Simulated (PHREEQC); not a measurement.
1 kg of water holding 0.18 mol K2CO3 and 0.043 mol MgCl2 meets 20 L of dry gas (CO2 0.47, N2 0.53 by moles) at fixed total pressure, at 25 °C; fugacities by Peng-Robinson. The gases take part in no redox reaction, some water evaporates into the gas, and hydrates or a liquid gas phase aren't modelled. Precipitation was switched off in this run.

All values are PHREEQC results (ion-association model, phreeqc.dat), not measurements.

| P (atm) | dissolved CO2 (all carbonate carbon) (mol/kgw) | φ of CO2 | p of CO2 (atm) | dissolved N2 (mol/kgw) | φ of N2 | p of N2 (atm) | pH |
|---|---|---|---|---|---|---|---|
| 1 | 0.366 | 0.995 | 0.306 | 0.000399 | 1.000 | 0.663 | 7.70 |
| 2 | 0.383 | 0.990 | 0.780 | 0.000716 | 1.000 | 1.19 | 7.31 |
| 3 | 0.398 | 0.985 | 1.24 | 0.00104 | 1.000 | 1.72 | 7.11 |
| 5 | (withheld) | 0.975 | 2.17 | 0.00168 | 1.000 | 2.80 | 6.87 |
| 7.5 | (withheld) | (withheld) | 3.33 | 0.00247 | 1.000 | 4.14 | 6.69 |
| 10 | 0.491 | (withheld) | 4.48 | 0.00327 | 1.000 | 5.48 | (withheld) |
| 15 | 0.553 | 0.928 | 6.80 | 0.00484 | 1.000 | 8.17 | 6.40 |
| 20 | 0.610 | 0.905 | 9.12 | 0.00639 | 1.000 | 10.8 | 6.29 |
| 30 | 0.715 | 0.860 | 13.8 | 0.00945 | 1.002 | 16.2 | 6.13 |
| 40 | 0.807 | 0.817 | 18.4 | 0.0124 | 1.004 | 21.5 | 6.03 |

Q: What belongs in the gaps?

A: 
- 5, dissolved CO2 (all carbonate carbon) (mol/kgw): 0.425
- 7.5, dissolved CO2 (all carbonate carbon) (mol/kgw): 0.459
- 7.5, φ of CO2: 0.963
- 10, φ of CO2: 0.951
- 10, pH: 6.57
